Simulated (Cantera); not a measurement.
A freely propagating, adiabatic, planar premixed flame of C₃H₈ : O₂ : N₂ = 1 : 3.57 : 16.4 (molar parts), unburnt at 325 K and 0.987 atm; mixture-averaged transport, grid criteria slope 0.08 and curve 0.16, no radiation.

Detailed kinetics in Cantera: GRI-Mech 3.0 (53 species, 325 reactions). GRI-Mech 3.0 was tuned for natural gas; its chemistry of propane as a main component is partial and can be far from experiment. Burning velocities carry a grid error of a few per cent, more on coarse grids.

Q: What does this change do: O2 3.57 to 4.6 parts?

A: 
| quantity | before | after |
|---|---|---|
| laminar burning velocity | 18.7 cm/s | 63.2 cm/s |
| thermal thickness | 0.713 mm | 0.297 mm |
| peak x(CH₄) | 0.00462 | 0.00354 |
| peak x(HCN) | 3.49e-5 | 5.33e-6 |
| peak x(C₂H₂) | 0.00330 | 0.00179 |

Q: What does this change do: inlet temperature 325 to 475 K?

A: 
```
quantity                     before      after
------------------------  ---------  ---------
laminar burning velocity  18.7 cm/s  46.9 cm/s
thermal thickness          0.713 mm   0.477 mm
peak x(CH₄)                 0.00462    0.00452
peak x(HCN)                 3.49e-5    3.40e-5
peak x(C₂H₂)                0.00330    0.00373
```
